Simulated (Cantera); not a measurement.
# Reactions in the system C-Ca-H-O

Source: NASA polynomial tables (part measured, part estimated), evaluated in Cantera. Values are per mole of reaction as written; species without (g) are pure solids or liquids, kept so even where they would boil at 1 bar.

3 CaO + 6 H₂(g) + C₆H₆(g) → 3 C₂H₅OH(g) + 3 Ca

```json
[
 {"T (K)": "300", "ΔH° (kJ)": "1117.3", "ΔS° (J/K)": "-199.3", "ΔG° (kJ)": "1177.1", "log10 K": "-204.95", "condensed phases": "CaO(s), Ca(s)"},
 {"T (K)": "1875", "ΔH° (kJ)": "1099.5", "ΔS° (J/K)": "-264.8", "ΔG° (kJ)": "1596.1", "log10 K": "-44.46", "condensed phases": "CaO(s), Ca(l)"},
 {"T (K)": "1900", "ΔH° (kJ)": "1099.8", "ΔS° (J/K)": "-264.7", "ΔG° (kJ)": "1602.7", "log10 K": "-44.06", "condensed phases": "CaO(s), Ca(l)"},
 {"T (K)": "1925", "ΔH° (kJ)": "1100.1", "ΔS° (J/K)": "-264.6", "ΔG° (kJ)": "1609.3", "log10 K": "-43.67", "condensed phases": "CaO(s), Ca(l)"},
 {"T (K)": "1950", "ΔH° (kJ)": "1100.3", "ΔS° (J/K)": "-264.4", "ΔG° (kJ)": "1615.9", "log10 K": "-43.29", "condensed phases": "CaO(s), Ca(l)"},
 {"T (K)": "1975", "ΔH° (kJ)": "1100.6", "ΔS° (J/K)": "-264.3", "ΔG° (kJ)": "1622.5", "log10 K": "-42.91", "condensed phases": "CaO(s), Ca(l)"}
]
```
